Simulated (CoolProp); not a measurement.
Vapour-liquid equilibrium of R125 (1) + R1234yf (2) at -86.15 °C; x and y are mole fractions of (1).

Computed with CoolProp (multi-fluid Helmholtz-energy mixture model, Lemmon 2005 and Lemmon 2022; pair parameters Bell 2023).

```json
[
 {"x": "0.05", "bubble pressure (MPa)": "0.003681", "y at the bubble point": "0.137", "dew pressure at overall composition x (MPa)": "[?]", "liquid density (mol/L)": "12.43"},
 {"x": "0.125", "bubble pressure (MPa)": "0.004185", "y at the bubble point": "0.300", "dew pressure at overall composition x (MPa)": "0.003648", "liquid density (mol/L)": "12.52"},
 {"x": "0.2", "bubble pressure (MPa)": "0.004683", "y at the bubble point": "0.427", "dew pressure at overall composition x (MPa)": "0.003860", "liquid density (mol/L)": "[?]"},
 {"x": "0.275", "bubble pressure (MPa)": "[?]", "y at the bubble point": "[?]", "dew pressure at overall composition x (MPa)": "0.004098", "liquid density (mol/L)": "12.69"},
 {"x": "0.35", "bubble pressure (MPa)": "0.005665", "y at the bubble point": "0.614", "dew pressure at overall composition x (MPa)": "0.004367", "liquid density (mol/L)": "12.78"},
 {"x": "0.425", "bubble pressure (MPa)": "0.006151", "y at the bubble point": "0.685", "dew pressure at overall composition x (MPa)": "0.004672", "liquid density (mol/L)": "12.87"},
 {"x": "0.5", "bubble pressure (MPa)": "0.006635", "y at the bubble point": "0.745", "dew pressure at overall composition x (MPa)": "0.005023", "liquid density (mol/L)": "12.96"},
 {"x": "0.575", "bubble pressure (MPa)": "0.007117", "y at the bubble point": "0.797", "dew pressure at overall composition x (MPa)": "0.005429", "liquid density (mol/L)": "13.06"},
 {"x": "0.65", "bubble pressure (MPa)": "0.007599", "y at the bubble point": "0.843", "dew pressure at overall composition x (MPa)": "[?]", "liquid density (mol/L)": "13.16"},
 {"x": "0.725", "bubble pressure (MPa)": "0.008080", "y at the bubble point": "0.884", "dew pressure at overall composition x (MPa)": "0.006467", "liquid density (mol/L)": "13.27"},
 {"x": "0.8", "bubble pressure (MPa)": "0.008561", "y at the bubble point": "0.920", "dew pressure at overall composition x (MPa)": "0.007144", "liquid density (mol/L)": "13.38"},
 {"x": "0.875", "bubble pressure (MPa)": "0.009043", "y at the bubble point": "0.952", "dew pressure at overall composition x (MPa)": "0.007971", "liquid density (mol/L)": "13.49"},
 {"x": "0.95", "bubble pressure (MPa)": "0.009525", "y at the bubble point": "0.982", "dew pressure at overall composition x (MPa)": "0.009004", "liquid density (mol/L)": "[?]"}
]
```

Task: Complete the blanks.

Result: 
- 0.05, dew pressure at overall composition x (MPa): 0.003457
- 0.2, liquid density (mol/L): 12.60
- 0.275, bubble pressure (MPa): 0.005176
- 0.275, y at the bubble point: 0.530
- 0.65, dew pressure at overall composition x (MPa): 0.005904
- 0.95, liquid density (mol/L): 13.61

No azeotrope shows between x = 0.05 and 0.95.

The pair parameters rest on a limited set of measurements; away from them the model extrapolates.
